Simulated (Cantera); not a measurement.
A closed system holds: 1 mol SiHCl₃, 97 mol N₂, equilibrated at 54000 Pa.

Method: chemical equilibrium by Gibbs-energy minimisation in Cantera with the NASA 1993 tables (ideal gas, pure condensed phases). Candidate condensed phases: NH₄Cl, Si, Si₃N₄; 28 gas species. N₂ is the only nitrogen source here; it is nearly inert below about 1500 K, so the nitride shown seldom forms there in practice. The numbers say what is thermodynamically allowed, not how fast it happens.

Question: What share of the Si ends up in condensed phases as a function of T (K), at 775, 875, 975, 1075, 1175, 1275, 1375, 1475, 1575, 1675, 1775, 1875, 1975?

Answer: 
```json
[
 {"T (K)": "775", "Si condensed (%)": "45.7", "as": "Si₃N₄(s)"},
 {"T (K)": "875", "Si condensed (%)": "46.6", "as": "Si₃N₄(s)"},
 {"T (K)": "975", "Si condensed (%)": "47.1", "as": "Si₃N₄(s)"},
 {"T (K)": "1075", "Si condensed (%)": "47.5", "as": "Si₃N₄(s)"},
 {"T (K)": "1175", "Si condensed (%)": "47.7", "as": "Si₃N₄(s)"},
 {"T (K)": "1275", "Si condensed (%)": "47.4", "as": "Si₃N₄(s)"},
 {"T (K)": "1375", "Si condensed (%)": "45.8", "as": "Si₃N₄(s)"},
 {"T (K)": "1475", "Si condensed (%)": "40.2", "as": "Si₃N₄(s)"},
 {"T (K)": "1575", "Si condensed (%)": "27.0", "as": "Si₃N₄(s)"},
 {"T (K)": "1675", "Si condensed (%)": "9.3", "as": "Si₃N₄(s)"},
 {"T (K)": "1775", "Si condensed (%)": "0.0", "as": "-"},
 {"T (K)": "1875", "Si condensed (%)": "0.0", "as": "-"},
 {"T (K)": "1975", "Si condensed (%)": "0.0", "as": "-"}
]
```
